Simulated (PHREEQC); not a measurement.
A made-up water analysis in mmol/kgw, 72 °C, pH 6.77, pe 1.1: Na 0.00135; K 0.000115; Ca 0.000298; Mg 0.000207; Cl 0.00126; S(6) 0.000111; Alkalinity (meq/kgw) 0.000912; Mn(2) 3.57e-07; Zn 5.8e-05.

Na is adjusted to close the charge balance.
Valence states are taken as typed.

All values are PHREEQC results (ion-association model, wateq4f.dat), not measurements.

| Quantity | Result |
|---|---|
| ionic strength | 3.22e-6 mol/kgw |

```
species  molality  activity   log γ
-------  --------  --------  ------
Cl-       1.26e-6   1.26e-6  -0.001
Na+       1.15e-6   1.15e-6  -0.001
OH-       1.00e-6   9.99e-7  -0.001
Ca+2      2.98e-7   2.95e-7  -0.004
Mg+2      2.07e-7   2.05e-7  -0.004
H+        1.70e-7   1.70e-7  -0.001
K+        1.15e-7   1.15e-7  -0.001
SO4-2     1.11e-7   1.10e-7  -0.004
HCO3-     7.37e-8   7.35e-8  -0.001
Zn+2      5.09e-8   5.04e-8  -0.004
CO2       2.57e-8   2.57e-8   0.000
ZnOH+     7.10e-9   7.08e-9  -0.001
```

No solid was allowed to form. Species that the database lacks are ignored. Away from 25 °C the constants follow the database's enthalpies or fits; those with neither stay at their 25 °C values.
